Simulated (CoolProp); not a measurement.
Vapour pressure (bar) of C2F6 (R116): the reference equation beside estimates from Tc = 19.9 °C, pc = 30.48 bar, ω = 0.257. Clausius-Clapeyron is anchored at -41.45 °C with a constant enthalpy of vaporisation of 13.59 kJ/mol.

Computed with CoolProp (reference Helmholtz-energy equation of state, Lemmon 2006). It is a short technical equation, of lower accuracy than the large ones.

| T (°C) | reference | Lee-Kesler | Clausius-Clapeyron | van der Waals | Redlich-Kwong | Soave-Redlich-Kwong | Peng-Robinson |
|---|---|---|---|---|---|---|---|
| -41.45 | 5.126 | 5.154 | 5.126 | 11.07 | 6.893 | 5.174 | 5.110 |
| -35.75 | 6.279 | 6.313 | 6.072 | 12.38 | 8.193 | 6.349 | 6.267 |
| -29.95 | 7.640 | 7.678 | 7.155 | 13.82 | 9.679 | 7.738 | 7.636 |
| -24.25 | 9.180 | 9.220 | 8.345 | 15.33 | 11.31 | 9.311 | 9.189 |
| -18.45 | 10.97 | 11.01 | 9.691 | 16.96 | 13.15 | 11.14 | 11.00 |
| -12.75 | 12.97 | 13.02 | 11.15 | 18.67 | 15.14 | 13.18 | 13.03 |
| -6.95 | 15.28 | 15.32 | 12.79 | 20.52 | 17.37 | 15.53 | 15.36 |
| -1.25 | 17.84 | 17.88 | 14.54 | 22.44 | 19.76 | 18.12 | 17.95 |

Absolute difference from the reference over all 8 rows, mean and median: Lee-Kesler 0.4 and 0.4 %, Clausius-Clapeyron 9.9 and 10.4 %, van der Waals 65.0 and 60.8 %, Redlich-Kwong 22.0 and 21.5 %, Soave-Redlich-Kwong 1.4 and 1.5 %, Peng-Robinson 0.3 and 0.3 %.
